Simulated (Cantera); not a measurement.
A closed system holds: 1 mol Cu2O, 1.5 mol CH4, 0.03 mol CO, equilibrated at 0.158 Torr.

These are equilibrium values from Cantera (NASA tables, ideal gas, pure condensed phases), not measurements of a reactor. Candidate condensed phases: C, C6H6, C7H8, C8H18, Cu, CuO, Cu(OH)2, Cu2O, H2O; 113 gas species. The numbers say what is thermodynamically allowed, not how fast it happens.

x: gas mole fraction; n: condensed amount in mol.

```tsv
T (K)	x H	x H2	x Cu	x CO	n C(graphite)
1925	0.0449	0.464	0.324	0.167	0.497
1975	0.0633	0.450	0.321	0.165	0.496
2025	[?]	0.432	0.317	0.163	0.495
2075	0.118	0.409	0.312	0.161	0.493
2125	0.155	0.381	0.306	0.158	0.491
2175	0.199	0.348	0.299	0.154	0.489
2225	0.249	0.310	0.290	0.150	0.487
2275	0.304	0.269	0.281	0.145	0.483
2325	[?]	[?]	0.272	0.140	0.479
2375	0.417	0.184	0.262	0.135	0.472
2425	0.469	0.144	0.253	0.131	0.458
2475	0.514	0.110	0.246	0.126	0.431
2525	0.551	0.0811	0.239	0.123	0.372
```

### Question
Complete the blanks.

### Answer

- 2325, x H: 0.361
- 2325, x H2: 0.226
- 2025, x H: 0.0873
